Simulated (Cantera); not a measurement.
Input (Python, Cantera):

```python
import numpy as np
import cantera as ct

gas = ct.Solution("gri30.yaml")
gas.TPX = 575, 38000, {'CH4': 1, 'CO': 0.032, 'O2': 1.12, 'N2': 4.21}
inlet = ct.Reservoir(gas, clone=True)
gas.equilibrate("HP")  # start burning
reactor = ct.IdealGasConstPressureReactor(gas, energy="on", clone=False)
exhaust = ct.Reservoir(gas, clone=True)
tau = [0.26, 0.13, 0.062, 0.03, 0.015, 0.0072, 0.0035, 0.0017, 0.00083, 0.0004, 0.0002, 9.6e-05][0]
for a, b in ((inlet, reactor), (reactor, exhaust)):
    ct.MassFlowController(a, b, mdot=lambda t: reactor.mass / tau)
net = ct.ReactorNet([reactor])
show = ['CH4', 'CO', 'O2', 'CH2CO', 'N2O', 'OH', 'H']

rows = []
print(f"{'tau/s':>10s}{'T/K':>9s}" + "".join(f"{s:>11s}" for s in show))
for tau in [0.26, 0.13, 0.062, 0.03, 0.015, 0.0072, 0.0035, 0.0017, 0.00083, 0.0004, 0.0002, 9.6e-05]:
    net.initial_time = 0.0
    net.advance(30 * tau)
    before = gas.X
    net.advance(40 * tau)
    drift = np.max(np.abs(gas.X - before) / (gas.X + 1e-9))
    rows.append([gas.T, *gas[show].X, drift])
    print(f"{tau:10.3e}{gas.T:9.1f}" + "".join(f"{x:11.3e}" for x in gas[show].X))
```

Result:

```
     tau/s      T/K        CH4         CO         O2      CH2CO        N2O         OH          H
 2.600e-01   1905.4  2.096e-03  1.080e-01  1.786e-04  5.488e-06  9.058e-09  7.230e-05  7.294e-04
 1.300e-01   1907.3  2.652e-03  1.058e-01  3.121e-04  9.575e-06  9.788e-09  8.605e-05  8.260e-04
 6.200e-02   1908.0  3.263e-03  1.034e-01  5.550e-04  1.605e-05  9.700e-09  1.058e-04  9.602e-04
 3.000e-02   1906.3  3.898e-03  1.010e-01  9.634e-04  2.506e-05  8.878e-09  1.308e-04  1.124e-03
 1.500e-02   1901.5  4.603e-03  9.903e-02  1.629e-03  3.701e-05  7.604e-09  1.595e-04  1.304e-03
 7.200e-03   1890.5  5.614e-03  9.718e-02  2.884e-03  5.534e-05  5.968e-09  1.930e-04  1.497e-03
 3.500e-03   1868.6  7.265e-03  9.557e-02  5.302e-03  8.531e-05  4.321e-09  2.215e-04  1.630e-03
 1.700e-03   1814.1  1.132e-02  9.332e-02  1.154e-02  1.611e-04  3.232e-09  2.171e-04  1.501e-03
 8.300e-04    575.0  1.572e-01  5.030e-03  1.760e-01  7.795e-18  8.048e-23  4.866e-20  1.899e-21
 4.000e-04    575.0  1.572e-01  5.030e-03  1.760e-01  4.282e-21  7.138e-26  4.314e-20  1.664e-21
 2.000e-04    575.0  1.572e-01  5.030e-03  1.760e-01  2.216e-22  1.440e-26  3.544e-20  1.338e-21
 9.600e-05    575.0  1.572e-01  5.030e-03  1.760e-01  1.371e-23  4.623e-27  2.543e-20  9.193e-22
```

Cantera simulation using GRI-Mech 3.0 (53 species, 325 reactions); the numbers are that mechanism's predictions, not measurements.
